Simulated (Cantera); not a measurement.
Feed: 1 mol Zr, 0.65 mol N2O, held at 798.15 K and 1730 Torr.

Equilibrium computed with Cantera from the NASA thermochemical tables; the gas is ideal and each condensed phase is pure. Candidate condensed phases: Zr, ZrN, ZrO2; 13 gas species. ZrN: taken at fixed stoichiometry. Condensed phases not in the tables: solid solutions among these carbides, nitrides and lower oxides. Kinetics and transport are ignored.

Base state: N2 1.00 (mole fractions); condensed: ZrN(s) + ZrO2(monoclinic).

Question: What changes in the equilibrium state with this change: N2O from 0.65 to 2.4 mol?

Answer: 
| species | before | after |
|---|---|---|
| N2 | 1.00 | 0.923 |
| O2 | <1e-9 | 0.0769 |
| ZrN(s), mol | 0.675 | 0 |
| ZrO2(monoclinic), mol | 0.325 | 1.00 |
